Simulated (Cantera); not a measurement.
Input: 1 mol Si₃N₄, a varied amount of Cl₂, 72 mol H₂, held at 0.230 bar.

These are equilibrium values from Cantera (NASA tables, ideal gas, pure condensed phases), not measurements of a reactor. Candidate condensed phases: NH₄Cl, Si, Si₃N₄; 28 gas species. Mutual solubility and eutectic melting of coexisting phases are not modelled. The tables' values for SiCl₃ are old estimates. Kinetics and transport are ignored.

Stable condensed phases, one row left out:

```
T in K \ n(Cl₂) in mol
         0.9 3.1 5.2 7.4 9.5  12  14  16  18
   2025    A   A   A   A   B   B   B   B   B
   1925    A   A   A   B   B   B   B   B   B
   1825    A   A   A   B   B   B   B   B   B
   1725    C   C   D   D   B   B   B   B   B
   1525    D   D   D   D   D   D   D   B   B
   1425    D   D   D   D   D   D   D   D   D
   1325    D   D   D   D   D   D   D   D   D
   1225    D   D   D   D   D   D   D   D   D
   1125    D   D   D   D   D   D   D   D   D
```

A: Si; B: gas only; C: Si + Si₃N₄; D: Si₃N₄.

Q: Give the row for 1625 K.

A: 0.9: Si + Si₃N₄; 3.1: Si₃N₄; 5.2: Si₃N₄; 7.4: Si₃N₄; 9.5: Si₃N₄; 12: gas only; 14: gas only; 16: gas only; 18: gas only.
